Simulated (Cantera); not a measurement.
Charge: 1 mol PbO, a varied amount of C, 0.25 mol N₂, held at 0.00133 bar.

Equilibrium computed with Cantera from the NASA thermochemical tables; the gas is ideal and each condensed phase is pure. Candidate condensed phases: C, Pb, PbO, PbO₂, Pb₃O₄; 27 gas species. Each liquid is taken as pure. Mutual solubility and eutectic melting of coexisting phases are not modelled. Kinetics and transport are ignored.

Question: What condenses at these points (T in K, n(C) in mol): (1248, 0.39); (1173, 2.2); (1098, 2.2); (1323, 1); (1173, 1); (1548, 6.6); (1098, 7.2); (1173, 6.6)?

Answer: 
```tsv
T (K)	n(C) in mol	condensed phases	Pb condensed (%)
1248	0.39	PbO	0.4
1173	2.2	C + Pb	42.2
1098	2.2	C + Pb	88.0
1323	1	gas only	0.0
1173	1	Pb	42.2
1548	6.6	C	0.0
1098	7.2	C + Pb	88.0
1173	6.6	C + Pb	42.2
```
